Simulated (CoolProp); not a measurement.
The numbers come from the reference Helmholtz-energy equation of state, Lemmon 2006 in CoolProp. It is a short technical equation, of lower accuracy than the large ones.

Q: For carbon monoxide, give the phase and the cp (kJ/(kg K)) at 286.9 K and 0.101 MPa; 331.6 K and 0.101 MPa; 354 K and 0.101 MPa.

A: 
- 286.9 K and 0.101 MPa: gas; cp 1.04
- 331.6 K and 0.101 MPa: gas; cp 1.04
- 354 K and 0.101 MPa: gas; cp 1.04
